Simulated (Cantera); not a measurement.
A closed system holds: 1 mol Si3N4, 0.14 mol O2, 1.8 mol N2, 0.013 mol H2O, held at 0.550 Pa.

Equilibrium computed with Cantera from the NASA thermochemical tables; the gas is ideal and each condensed phase is pure. Candidate condensed phases: H2O, Si, SiO2, Si2N2O, Si3N4; 35 gas species. The tables' values for SiN are old estimates; treat these amounts as uncertain. Equilibrium is a limit: real reactors are often held back by kinetics, nucleation or transport. All values below are at 1550 K.

Base state: N2 0.920, SiO 0.0709, Si 0.00604, H2 0.00279, H 0.000709, Si2N 2.26e-5, SiN 1.42e-5, Si2 1.09e-5 (mole fractions); condensed: Si(s).

### Question
What changes in the equilibrium state with this change: pressure from 0.550 Pa to 0.133 bar?

### Answer
```
species           before    after
--------------  --------  -------
N2                 0.920    0.993
H2               0.00279  0.00680
H               0.000709  7.11e-6
SiO               0.0709  2.05e-6
Si               0.00604  2.37e-9
Si2N             2.26e-5    <1e-9
SiN              1.42e-5    <1e-9
Si2              1.09e-5    <1e-9
Si(s), mol          2.68        0
Si2N2O(s), mol         0    0.293
Si3N4(s), mol          0    0.805
```
Mutual solubility and eutectic melting of coexisting phases are not modelled.
